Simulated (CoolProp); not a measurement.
Values from CoolProp's reference Helmholtz-energy equation of state, Zhou 2014.

Question: For cyclohexane, give the phase and the isothermal compressibility (1/MPa), expansivity (1/kK), viscosity (µPa s) at 453.2 K and 758 kPa; 504.8 K and 758 kPa; 510.6 K and 758 kPa.

Answer: 
- 453.2 K and 758 kPa: gas; isothermal compressibility 1.57, expansivity 3.59, viscosity 10.4
- 504.8 K and 758 kPa: gas; isothermal compressibility 1.46, expansivity 2.70, viscosity 11.5
- 510.6 K and 758 kPa: gas; isothermal compressibility 1.46, expansivity 2.63, viscosity 11.6

Viscosity comes from a separate model (Tariq 2014).
